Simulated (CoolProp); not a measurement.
A closed Brayton cycle with carbon dioxide: compressor inlet 314.15 K and 8.5 MPa, high pressure 27 MPa, turbine inlet 710 K, compressor efficiency 0.8, turbine efficiency 0.93, recuperator effectiveness 0.8 (on enthalpy, no pinch check). Each further row changes one setting.

Values from CoolProp's reference Helmholtz-energy equation of state, Span 1996.

| case | thermal efficiency (%) | net work (kJ/kg) | compressor to turbine work | compressor exit (K) | turbine exit (K) |
|---|---|---|---|---|---|
| as stated | 28.6 | 79.1 | 0.39 | 391.4 | 580.0 |
| turbine inlet 660 K | 26.5 | 67.6 | 0.43 | 391.4 | 534.9 |
| compressor inlet 324.15 K | 26.3 | 65.7 | 0.49 | 420.6 | 580.0 |
| high pressure 22.9 MPa | 27.5 | 71.9 | 0.36 | 380.0 | 598.0 |
| recuperator effectiveness 0.5 | 23.1 | 79.1 | 0.39 | 391.4 | 580.0 |
